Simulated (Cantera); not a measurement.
Charge: 1 mol SiHCl3, 9.7 mol H2, at 1700 K and 143 Torr.

Cantera equilibrium calculation (NASA polynomials, part measured and part estimated; ideal gas, pure solids and liquids). Candidate condensed phases: Si; 19 gas species. The tables' values for SiCl3, SiCl are old estimates; treat these amounts as uncertain. Gases not in the tables: Si2H6 and higher silanes. Rates play no part.

Base state: H2 0.813, HCl 0.120, SiCl2 0.0630, SiCl3 0.00293, SiHCl3 0.000354, H 0.000305, SiCl4 0.000269, SiH2Cl2 8.11e-5 (mole fractions); condensed: Si(l).

### Question
What changes in the equilibrium state with this change: pressure from 143 Torr to 2.33 Torr?

### Answer
```
species       before     after
----------  --------  --------
H2             0.813     0.808
HCl            0.120     0.122
SiCl2         0.0630    0.0661
SiCl3        0.00293  0.000402
Si           3.57e-6  0.000219
SiH2Cl2      8.11e-5   1.38e-6
SiHCl3      0.000354   6.17e-6
Si(l), mol     0.221     0.215
```

### Question
What changes in the equilibrium state with this change: H2 from 9.7 to 940 mol?

### Answer
```tsv
species	before	after
H2	0.813	0.996
HCl	0.120	0.00311
H	0.000305	0.000337
SiCl2	0.0630	3.48e-5
SiCl4	0.000269	<1e-9
SiCl3	0.00293	3.81e-8
SiHCl3	0.000354	5.08e-9
SiH2Cl2	8.11e-5	5.49e-8
Si(l), mol	0.221	0.947
```
